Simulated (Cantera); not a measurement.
What does this Cantera script print?

```python
import numpy as np
import cantera as ct

gas = ct.Solution("gri30.yaml")
gas.TPX = 1500, 160, {'C2H6': 1, 'H2': 56, 'N2': 4.3}
reactor = ct.IdealGasConstPressureReactor(gas, energy="off", clone=False)
net = ct.ReactorNet([reactor])
net.rtol, net.atol = 1e-08, 1e-18
show = ['C2H6', 'H2', 'CH4', 'C2H4', 'CH2']
times = np.geomspace(6e-06, 20, 9)

steps = ct.SolutionArray(gas, extra=["t"])
rows = []
print(f"{'t/s':>10s}{'T/K':>9s}{'P/Pa':>11s}" + "".join(f"{s:>11s}" for s in show))
for t in times:
    while net.time < t:
        t_next = net.step()
        steps.append(gas.state, t=t_next)
    rows.append([np.interp(t, steps.t, y) for y in (steps.T, steps.P, *steps(*show).X.T)])
    print(f"{t:10.3e}{rows[-1][0]:9.1f}{rows[-1][1]:11.4g}" + "".join(f"{x:11.3e}" for x in rows[-1][2:]))
rate = np.gradient(steps.T, steps.t)
print("integrator steps:", len(steps.t))
if steps.T.max() > steps.T[0] + 200:
    print(f"time of steepest temperature rise: {steps.t[rate.argmax()]:.4e} s")
gas.TPX = 1500, 160, {'C2H6': 1, 'H2': 56, 'N2': 4.3}
gas.equilibrate("TP")
print(f"equilibrium (TP): T = {gas.T:.1f} K  " + "  ".join(f"{s} {gas[s].X[0]:.3e}" for s in show))
```

Result:

```
       t/s      T/K       P/Pa       C2H6         H2        CH4       C2H4        CH2
 6.000e-06   1500.0        160  1.631e-02  9.135e-01  1.449e-08  8.205e-12  4.433e-15
 3.922e-05   1500.0        160  1.630e-02  9.135e-01  6.087e-07  9.542e-10  1.296e-12
 2.564e-04   1500.0        160  1.624e-02  9.135e-01  2.349e-05  6.716e-07  4.355e-10
 1.676e-03   1500.0        160  1.537e-02  9.127e-01  6.180e-04  2.662e-04  7.654e-08
 1.095e-02   1500.0        160  3.361e-03  9.047e-01  1.352e-02  4.755e-03  1.737e-06
 7.161e-02   1500.0        160  2.215e-06  9.034e-01  1.885e-02  1.583e-03  6.405e-07
 4.681e-01   1500.0        160  1.396e-06  9.044e-01  1.850e-02  6.258e-05  2.823e-07
 3.060e+00   1500.0        160  6.658e-07  9.056e-01  1.725e-02  3.018e-05  8.514e-08
 2.000e+01   1500.0        160  2.905e-07  9.072e-01  1.488e-02  1.681e-05  2.990e-08
integrator steps: 965
equilibrium (TP): T = 1500.0 K  C2H6 5.056e-11  H2 9.158e-01  CH4 1.168e-04  C2H4 3.998e-06  CH2 4.197e-10
```

Cantera simulation using GRI-Mech 3.0 (53 species, 325 reactions); the numbers are that mechanism's predictions, not measurements. GRI-Mech 3.0 stops at C3 and has no aromatics, soot or wall deposition, so with more carbon than oxygen in the feed, carbon stays in small species such as C2H2 where larger ones or solid carbon would form. Radical loss at walls, strong at low pressure, is not modelled.
